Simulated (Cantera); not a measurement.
Input: 1 mol CaF2, a varied amount of H2O, 160 mol H2, equilibrated at 13300 Pa.

These are equilibrium values from Cantera (NASA tables, ideal gas, pure condensed phases), not measurements of a reactor. Candidate condensed phases: Ca, CaF2, CaO, Ca(OH)2, H2O; 29 gas species. Mutual solubility and eutectic melting of coexisting phases are not modelled. Kinetics and transport are ignored.

Stable condensed phases, one row left out:

```
T in °C \ n(H2O) in mol
         0.094  0.14  0.22  0.34  0.52   0.8   1.2   1.9   2.9   4.4
   1927      A     A     A     A     A     A     B     B     B     B
   1777      A     A     B     B     B     B     B     B     B     B
   1627      B     B     B     B     B     B     B     B     B     B
   1477      C     C     C     C     C     C     C     B     B     B
   1327      C     C     C     C     C     C     C     C     C     C
   1177      C     C     C     C     C     C     C     C     C     C
   1027      C     C     C     C     C     C     C     C     C     C
    877      C     C     C     C     C     C     C     C     C     C
    727      C     C     C     C     C     C     C     C     C     C
    427      D     D     D     D     D     D     D     D     D     D
```

A: gas only; B: CaO; C: CaF2 + CaO; D: CaF2.

Q: Give the row for 577 °C.

A: 0.094: CaF2 + CaO; 0.14: CaF2 + CaO; 0.22: CaF2 + CaO; 0.34: CaF2; 0.52: CaF2; 0.8: CaF2; 1.2: CaF2; 1.9: CaF2; 2.9: CaF2; 4.4: CaF2 + CaO.
